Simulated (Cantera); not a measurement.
A closed system holds: 1 mol Ti, 1.1 mol H₂, held at 1823 K and 0.100 bar.

Method: chemical equilibrium by Gibbs-energy minimisation in Cantera with the NASA 1993 tables (ideal gas, pure condensed phases). Candidate condensed phases: Ti; 3 gas species. The numbers say what is thermodynamically allowed, not how fast it happens.

Base state: H₂ 0.999, H 0.00137 (mole fractions); condensed: Ti(β).

### Question
What changes in the equilibrium state with this change: temperature from 1823 K to 1975 K?

### Answer
```
species      before    after
----------  -------  -------
H₂            0.999    0.996
H           0.00137  0.00432
Ti          7.19e-6  7.12e-5
Ti(β), mol    1.000        0
Ti(l), mol        0    1.000
```
